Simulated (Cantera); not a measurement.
Equilibrium for silicon nitride deposition: trisilylamine + N₂

A closed system holds: 1 mol trisilylamine, a varied amount of N₂, at 1402 °C and 0.00133 bar.

Method: chemical equilibrium by Gibbs-energy minimisation in Cantera with the NASA 1993 tables (ideal gas, pure condensed phases). Candidate condensed phases: Si, Si₃N₄; 18 gas species. The feed counts by its element totals alone. The numbers say what is thermodynamically allowed, not how fast it happens.

```json
[
 {"n(N₂) (mol)": "6.7", "log p N₂": "-3.09", "log p H₂": "-3.29", "log p H": "-5.58", "log p Si": "-6.36", "log p SiH": "-7.78", "log p Si₂N": "-7.83", "n Si(s)": "3.00", "n Si₃N₄(s)": "0"},
 {"n(N₂) (mol)": "10", "log p N₂": "-3.03", "log p H₂": "-3.40", "log p H": "-5.64", "log p Si": "-6.36", "log p SiH": "-7.84", "log p Si₂N": "-7.80", "n Si(s)": "2.99", "n Si₃N₄(s)": "0"},
 {"n(N₂) (mol)": "13", "log p N₂": "-3.00", "log p H₂": "-3.48", "log p H": "-5.67", "log p Si": "-6.36", "log p SiH": "-7.88", "log p Si₂N": "-7.79", "n Si(s)": "2.99", "n Si₃N₄(s)": "0"},
 {"n(N₂) (mol)": "17", "log p N₂": "-2.99", "log p H₂": "-3.52", "log p H": "-5.70", "log p Si": "-6.36", "log p SiH": "-7.90", "log p Si₂N": "-7.78", "n Si(s)": "0", "n Si₃N₄(s)": "0.998"},
 {"n(N₂) (mol)": "20", "log p N₂": "-2.97", "log p H₂": "-3.59", "log p H": "-5.73", "log p Si": "-6.37", "log p SiH": "-7.94", "log p Si₂N": "-7.80", "n Si(s)": "0", "n Si₃N₄(s)": "0.997"},
 {"n(N₂) (mol)": "23", "log p N₂": "-2.96", "log p H₂": "-3.64", "log p H": "-5.75", "log p Si": "-6.38", "log p SiH": "-7.98", "log p Si₂N": "-7.81", "n Si(s)": "0", "n Si₃N₄(s)": "0.997"},
 {"n(N₂) (mol)": "27", "log p N₂": "-2.95", "log p H₂": "-3.70", "log p H": "-5.79", "log p Si": "-6.39", "log p SiH": "-8.02", "log p Si₂N": "-7.82", "n Si(s)": "0", "n Si₃N₄(s)": "0.997"},
 {"n(N₂) (mol)": "30", "log p N₂": "-2.94", "log p H₂": "-3.74", "log p H": "-5.81", "log p Si": "-6.40", "log p SiH": "-8.04", "log p Si₂N": "-7.82", "n Si(s)": "0", "n Si₃N₄(s)": "0.996"},
 {"n(N₂) (mol)": "33", "log p N₂": "-2.93", "log p H₂": "-3.78", "log p H": "-5.83", "log p Si": "-6.40", "log p SiH": "-8.06", "log p Si₂N": "-7.83", "n Si(s)": "0", "n Si₃N₄(s)": "0.996"},
 {"n(N₂) (mol)": "37", "log p N₂": "-2.93", "log p H₂": "-3.83", "log p H": "-5.85", "log p Si": "-6.40", "log p SiH": "-8.09", "log p Si₂N": "-7.83", "n Si(s)": "0", "n Si₃N₄(s)": "0.996"}
]
```
log p: log10 of the partial pressure in bar; n: condensed amount in mol.

From 6.7 mol N₂ to 13 mol N₂ the condensed part is Si(s). From 17 mol N₂ to 37 mol N₂ the condensed part is Si₃N₄(s). The main Si-bearing gas is Si throughout.
